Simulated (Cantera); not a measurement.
# Adiabatic ignition

An adiabatic, constant-volume homogeneous reactor starts with CH₄ : C₂H₆ : C₃H₈ : O₂ : N₂ : H₂O = 1 : 0.3 : 0.05 : 10.6 : 40 : 3.6 (molar parts), at 1400 K and 14.0 bar.

Detailed kinetics in Cantera: GRI-Mech 3.0 (53 species, 325 reactions). The pressure lies above the range GRI-Mech 3.0 was tuned for (to about 10 atm).

```
t (s)     T (K)  P (bar)   x CH₄   x C₂H₆    x C₃H₈    x CO₂    x C₂H₄      x H
--------  -----  -------  ------  -------  --------  -------  --------  -------
6.00e-6    1400     14.0  0.0180  0.00538  0.000894  6.04e-9   1.49e-5  6.20e-8
1.48e-5    1400     14.0  0.0180  0.00531  0.000875  1.38e-7  0.000104  3.36e-7
3.64e-5    1417     14.2  0.0167  0.00397  0.000644  1.15e-5   0.00163  4.17e-6
8.97e-5    2187     22.0  <1e-12   <1e-12    <1e-12   0.0311    <1e-12  1.07e-5
0.000221   2188     22.0  <1e-12   <1e-12    <1e-12   0.0313    <1e-12  9.82e-6
0.000545   2188     22.0  <1e-12   <1e-12    <1e-12   0.0313    <1e-12  9.81e-6
0.00134    2188     22.0  <1e-12   <1e-12    <1e-12   0.0313    <1e-12  9.78e-6
0.00331    2187     22.0  <1e-12   <1e-12    <1e-12   0.0313    <1e-12  9.73e-6
0.00814    2186     22.0  <1e-12   <1e-12    <1e-12   0.0313    <1e-12  9.59e-6
0.0201     2182     21.9  <1e-12   <1e-12    <1e-12   0.0313    <1e-12  9.30e-6
0.0494     2175     21.8  <1e-12   <1e-12    <1e-12   0.0313    <1e-12  8.79e-6
0.122      2167     21.8  <1e-12   <1e-12    <1e-12   0.0313    <1e-12  8.26e-6
0.300      2165     21.7  <1e-12   <1e-12    <1e-12   0.0313    <1e-12  8.07e-6
```
x: mole fraction; the columns are a selection and need not sum to one.

```yaml
time_of_steepest_temperature_rise: 60.4 µs
temperature at 0.300 s: 2165 K
equilibrium_temperature: 2165 K
x(CH₄) at 0.300 s: <1e-12 (gas-phase equilibrium <1e-12)
x(C₂H₆) at 0.300 s: <1e-12 (gas-phase equilibrium <1e-12)
x(C₃H₈) at 0.300 s: <1e-12 (gas-phase equilibrium <1e-12)
```
